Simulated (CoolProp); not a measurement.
Properties of carbonyl sulfide along the isobar 2.27 MPa.

The numbers come from the reference Helmholtz-energy equation of state, Lemmon 2006 in CoolProp. It is a short technical equation, of lower accuracy than the large ones.

| T (°C) | phase | Z | Joule-Thomson coefficient (K/MPa) |
|---|---|---|---|
| -129.75 | liquid | 0.08558 | -0.4860 |
| -109.15 | liquid | 0.07715 | -0.4938 |
| -88.55 | liquid | 0.07075 | -0.4860 |
| -67.95 | liquid | 0.06581 | -0.4640 |
| -47.35 | liquid | 0.06200 | -0.4269 |
| -26.75 | liquid | 0.05909 | -0.3715 |
| -6.15 | liquid | 0.05698 | -0.2905 |
| 14.45 | liquid | 0.05566 | -0.1684 |
| 35.15 | liquid | 0.05525 | 0.03148 |
| 55.75 | gas | 0.7712 | 18.82 |
| 76.35 | gas | 0.8217 | 15.48 |
| 96.95 | gas | 0.8563 | 13.13 |
| 117.55 | gas | 0.8818 | 11.36 |
| 138.15 | gas | 0.9014 | 9.970 |
| 158.75 | gas | 0.9169 | 8.844 |
| 179.35 | gas | 0.9293 | 7.916 |
